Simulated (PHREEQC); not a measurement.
Dissolve 0.089 mol/kgw TMAH and 0.00027 mol/kgw KH2PO4 at 25 °C. Closed to the air; pH follows from the charge balance.

Equilibrium calculation in PHREEQC: ion-association model, wateq4f.dat.

The pH is 12.83. The ionic strength comes out as 0.0900 mol/kgw and the total alkalinity is 89.0 meq/kg.

```csv
species,molality,activity,log γ
(CH3)4N+,0.0890,0.0691,-0.110
OH-,0.0885,0.0681,-0.114
K+,0.000270,0.000208,-0.112
PO4-3,0.000246,2.93e-5,-0.923
HPO4-2,2.45e-5,9.54e-6,-0.410
KHPO4-,4.88e-9,3.88e-9,-0.100
```

Precipitation was switched off in this run. Species that the database lacks are ignored. (CH3)4N+ isn't in the database: it is added as a free cation with an ion size of 4 Å. H3PO4, which wateq4f.dat lacks, is added to it with the constant of phreeqc.dat.
